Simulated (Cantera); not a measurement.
An isothermal, constant-pressure homogeneous reactor starts with 9.09 % C2H4, 90.9 % H2, at 1398 K and 2670 Pa.

Detailed kinetics in Cantera: GRI-Mech 3.0 (53 species, 325 reactions). GRI-Mech 3.0 was tuned for natural gas; its chemistry of ethylene as a main component is partial and can be far from experiment. GRI-Mech 3.0 stops at C3 and has no aromatics, soot or wall deposition, so with more carbon than oxygen in the feed, carbon stays in small species such as C2H2 where larger ones or solid carbon would form. Radical loss at walls, strong at low pressure, is not modelled.

Task: Predict: x(C2H4) at 6.00 s; x(H2) at 6.00 s; x(H) at 6.00 s; x(CH4) at 6.00 s; x(C2H) at 6.00 s.

Result: x(C2H4) at 6.00 s: 0.00167 (gas-phase equilibrium 0.00152)
x(H2) at 6.00 s: 0.916 (gas-phase equilibrium 0.906)
x(H) at 6.00 s: 3.15e-5 (gas-phase equilibrium 2.78e-5)
x(CH4) at 6.00 s: 0.000798 (gas-phase equilibrium 0.0173)
x(C2H) at 6.00 s: 2.67e-9 (gas-phase equilibrium 2.19e-9)
